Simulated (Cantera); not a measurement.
**Low-pressure radical oxidation in H2/O2**

An isothermal, constant-pressure homogeneous reactor starts with 1.77 % H₂, 98.2 % O₂, equivalence ratio 0.0090, at 1175 K and 20.0 Torr.

Cantera simulation using GRI-Mech 3.0 (53 species, 325 reactions); the numbers are that mechanism's predictions, not measurements. Radical loss at walls, strong at low pressure, is not modelled.

```csv
t (s),x H₂,x O₂,x H₂O₂,x OH,x HO₂,x H
3.00e-5,0.0177,0.982,<1e-12,2.42e-10,5.92e-10,3.60e-10
8.35e-5,0.0177,0.982,<1e-12,1.16e-9,1.65e-9,6.89e-10
0.000232,0.0177,0.982,1.22e-12,5.72e-9,4.62e-9,2.02e-9
0.000646,0.0177,0.982,9.56e-12,8.06e-8,1.37e-8,2.41e-8
0.00180,0.0175,0.982,5.30e-10,5.93e-5,6.98e-7,1.77e-5
0.00500,0.000180,0.968,8.02e-8,0.00133,3.42e-6,0.00126
0.0139,8.86e-5,0.973,6.45e-8,0.00101,2.79e-6,0.000673
0.0387,4.12e-5,0.978,5.97e-8,0.000687,1.99e-6,0.000210
0.108,1.10e-5,0.981,4.52e-8,0.000358,1.01e-6,2.92e-5
0.300,2.02e-6,0.982,2.41e-8,0.000155,3.49e-7,2.35e-6
0.834,3.43e-7,0.982,8.91e-9,6.47e-5,9.27e-8,1.69e-7
2.32,6.63e-8,0.982,2.69e-9,2.87e-5,2.33e-8,1.47e-8
6.46,1.55e-8,0.982,7.94e-10,1.40e-5,7.21e-9,1.70e-9
18.0,4.30e-9,0.982,2.50e-10,7.41e-6,4.08e-9,2.53e-10
50.0,1.48e-9,0.982,9.30e-11,4.36e-6,4.52e-9,5.16e-11
```
x: mole fraction; the columns are a selection and need not sum to one.

Equilibrium at this temperature and pressure: H₂ 8.29e-10, O₂ 0.982, H₂O₂ 5.50e-11, OH 3.26e-6, HO₂ 5.48e-9, H 2.18e-11 (gas phase only).
